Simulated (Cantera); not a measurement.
## Roasting and sulfation: FeS + O2 + CO2 + SO2

Feed: 1 mol FeS, 4.6 mol O2, 0.25 mol CO2, 0.58 mol SO2, equilibrated at 873.15 K.

Cantera equilibrium calculation (NASA polynomials, part measured and part estimated; ideal gas, pure solids and liquids). Candidate condensed phases: C, Fe, Fe(CO)5, FeO, FeS, FeSO4, FeS2, Fe2O3, Fe2(SO4)3, Fe3O4, S; 25 gas species. Equilibrium is a limit: real reactors are often held back by kinetics, nucleation or transport.

From 0.0100 bar to 0.0230 bar the condensed part is Fe2O3(s). From 0.0540 bar to 0.290 bar the condensed part is Fe2O3(s) + Fe2(SO4)3(s). From 0.680 bar to 20.0 bar the condensed part is Fe2(SO4)3(s).

```json
[
 {"P (Pa)": "1000", "x O2": "0.578", "x SO3": "0.157", "x SO2": "0.207", "x CO2": "0.0576", "n Fe2O3(s)": "0.500", "n Fe2(SO4)3(s)": "0"},
 {"P (Pa)": "2300", "x O2": "0.570", "x SO3": "0.198", "x SO2": "0.173", "x CO2": "0.0587", "n Fe2O3(s)": "0.500", "n Fe2(SO4)3(s)": "0"},
 {"P (Pa)": "5400", "x O2": "0.575", "x SO3": "0.232", "x SO2": "0.132", "x CO2": "0.0618", "n Fe2O3(s)": "0.464", "n Fe2(SO4)3(s)": "0.0364"},
 {"P (Pa)": "13000", "x O2": "0.781", "x SO3": "0.0963", "x SO2": "0.0302", "x CO2": "0.0929", "n Fe2O3(s)": "0.0868", "n Fe2(SO4)3(s)": "0.413"},
 {"P (Pa)": "29000", "x O2": "0.846", "x SO3": "0.0432", "x SO2": "0.00872", "x CO2": "0.102", "n Fe2O3(s)": "0.0157", "n Fe2(SO4)3(s)": "0.484"},
 {"P (Pa)": "68000", "x O2": "0.862", "x SO3": "0.0295", "x SO2": "0.00386", "x CO2": "0.104", "n Fe2O3(s)": "0", "n Fe2(SO4)3(s)": "0.500"},
 {"P (Pa)": "160000", "x O2": "0.862", "x SO3": "0.0308", "x SO2": "0.00262", "x CO2": "0.104", "n Fe2O3(s)": "0", "n Fe2(SO4)3(s)": "0.500"},
 {"P (Pa)": "370000", "x O2": "0.862", "x SO3": "0.0317", "x SO2": "0.00177", "x CO2": "0.105", "n Fe2O3(s)": "0", "n Fe2(SO4)3(s)": "0.500"},
 {"P (Pa)": "860000", "x O2": "0.862", "x SO3": "0.0323", "x SO2": "0.00119", "x CO2": "0.105", "n Fe2O3(s)": "0", "n Fe2(SO4)3(s)": "0.500"},
 {"P (Pa)": "2000000", "x O2": "0.862", "x SO3": "0.0327", "x SO2": "0.000787", "x CO2": "0.105", "n Fe2O3(s)": "0", "n Fe2(SO4)3(s)": "0.500"}
]
```
x: gas mole fraction; n: condensed amount in mol.
